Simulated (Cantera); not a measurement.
Charge: 1 mol SiCl₄, 0.41 mol O₂, 42 mol H₂, equilibrated at 0.728 Torr.

Equilibrium computed with Cantera from the NASA thermochemical tables; the gas is ideal and each condensed phase is pure. Candidate condensed phases: H₂O, Si, SiO₂; 30 gas species. Mutual solubility and eutectic melting of coexisting phases are not modelled. The tables' values for SiCl₃ are old estimates; treat these amounts as uncertain. The numbers say what is thermodynamically allowed, not how fast it happens. All values below are at 1098 K.

Base state: H₂ 0.929, HCl 0.0585, SiCl₂ 0.00747, SiCl₄ 0.00299, SiCl₃ 0.00126, SiHCl₃ 0.000692, SiO 2.22e-5, SiH₂Cl₂ 1.91e-5 (mole fractions); condensed: Si(s) + SiO₂(β-quartz).

Q: What changes in the equilibrium state with this change: 0.71 mol HF added?

A: 
| species | before | after |
|---|---|---|
| H₂ | 0.929 | 0.921 |
| HCl | 0.0585 | 0.0651 |
| SiCl₂ | 0.00747 | 0.00513 |
| SiF₄ | 0 | 0.00365 |
| SiHF₃ | 0 | 0.000236 |
| SiF₃ | 0 | 0.000172 |
| HF | 0 | 0.000133 |
| SiF₂ | 0 | 1.21e-5 |
| Si(s), mol | 0.0446 | 0 |
| SiO₂(β-quartz), mol | 0.410 | 0.410 |
The tables' values for SiCl₃, SiF₃, SiF₂ are old estimates; treat these amounts as uncertain.
